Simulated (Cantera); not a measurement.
Charge: 1 mol Si, 0.6 mol F₂, 54 mol N₂, 1 mol NF₃, equilibrated at 1325 K and 46.0 mbar.

Cantera equilibrium calculation (NASA polynomials, part measured and part estimated; ideal gas, pure solids and liquids). Candidate condensed phases: Si, Si₃N₄; 16 gas species. Kinetics and transport are ignored.

Base state: N₂ 0.978, SiF₄ 0.0180, F 0.00359 (mole fractions); condensed: gas only.

**Question.** What changes in the equilibrium state with this change: F₂ from 0.6 to 1.4 mol?

**Answer.** 
```
species   before    after
-------  -------  -------
N₂         0.978    0.951
F        0.00359   0.0313
SiF₄      0.0180   0.0175
F₂       4.66e-7  3.55e-5
```

**Question.** What changes in the equilibrium state with this change: NF₃ from 1 to 0.78 mol?

**Answer.** 
| species | before | after |
|---|---|---|
| N₂ | 0.978 | 0.984 |
| SiF₄ | 0.0180 | 0.0157 |
| SiF₃ | <1e-9 | 0.000382 |
| F | 0.00359 | <1e-9 |
| Si₃N₄(s), mol | 0 | 0.0365 |
The tables' values for SiF₃ are old estimates; treat these amounts as uncertain.
